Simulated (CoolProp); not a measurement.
Vapour-liquid equilibrium of m-xylene (1) + n-nonane (2) at 238.95 °C; x and y are mole fractions of (1).

Computed with CoolProp (multi-fluid Helmholtz-energy mixture model, Zhou 2012 and Lemmon 2006; pair parameters Bell 2016).

Problem. Give the bubble pressure and the first vapour's composition at x = 0.35, 0.45, 0.85. Is there an azeotrope?

Solution. x = 0.35: 756.9 kPa, y = 0.403; x = 0.45: 776.8 kPa, y = 0.498; x = 0.85: 822.7 kPa, y = 0.856. No azeotrope shows between x = 0.05 and 0.95.

The pair parameters rest on a limited set of measurements; away from them the model extrapolates.
